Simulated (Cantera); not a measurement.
## Catalytic stagnation flow on Pt

A jet of 1.45 % CH4, 16.6 % O2, 82.0 % N2, equivalence ratio 0.17 at 300 K and 0.0380 bar hits a platinum plate 3.4 cm away at a mass flux of 0.17 kg/m²/s; the plate temperature is set and raised in steps from an oxygen-covered start.

Cantera simulation using Deutschmann's 1995 Pt surface mechanism with GRI-Mech 3.0 gas chemistry; the numbers are that mechanism's predictions, not measurements. Catalytic surfaces can have several steady states; this one follows from the mechanism file's or the stated starting coverage.

| plate T (K) | wall x CH4 | wall x O2 | wall x H2O | wall x OH | wall x CO | wall x CO2 | θ free Pt | θ O* |
|---|---|---|---|---|---|---|---|---|
| 900 | 0.0128 | 0.162 | 0.00326 | 1.71e-8 | 5.03e-6 | 0.00213 | 0.223 | 0.777 |
| 950 | 0.0117 | 0.160 | 0.00533 | 5.99e-8 | 6.39e-6 | 0.00349 | 0.291 | 0.708 |
| 1000 | 0.0104 | 0.157 | 0.00759 | 1.78e-7 | 7.76e-6 | 0.00498 | 0.362 | 0.638 |
| 1050 | 0.00924 | 0.155 | 0.00979 | 4.56e-7 | 9.18e-6 | 0.00643 | 0.431 | 0.568 |
| 1100 | 0.00817 | 0.152 | 0.0117 | 1.05e-6 | 1.07e-5 | 0.00772 | 0.499 | 0.501 |
| 1150 | 0.00725 | 0.151 | 0.0134 | 2.20e-6 | 1.25e-5 | 0.00883 | 0.564 | 0.436 |
x: mole fraction at the wall; θ: surface coverage.
